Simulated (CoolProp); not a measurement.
A single-stage vapour-compression cycle with R1224YDZ: evaporating at 255.15 K (dew point), condensing at 286.15 K (bubble point), superheat 5 K, subcooling 8 K, compressor efficiency 0.65, no pressure losses. Each further row changes one setting.

Values from CoolProp's reference Helmholtz-energy equation of state, Akasaka 2023.

| case | cooling COP | pressure ratio | discharge temperature (K) | refrigerating effect (kJ/kg) | volumetric capacity (kJ/m³) |
|---|---|---|---|---|---|
| as stated | 5.06 | 4.04 | 306.2 | 163 | 266 |
| evaporating temperature 260.15 K | 6.26 | 3.14 | 303.1 | 166 | 344 |
| condensing temperature 281.15 K | 6.14 | 3.30 | 299.6 | 169 | 275 |
| subcooling 13 K | 5.23 | 4.04 | 306.2 | 169 | 275 |
| superheat 15 K | 5.07 | 4.04 | 316.6 | 170 | 267 |
| compressor efficiency 0.55 | 4.28 | 4.04 | 313.4 | 163 | 266 |
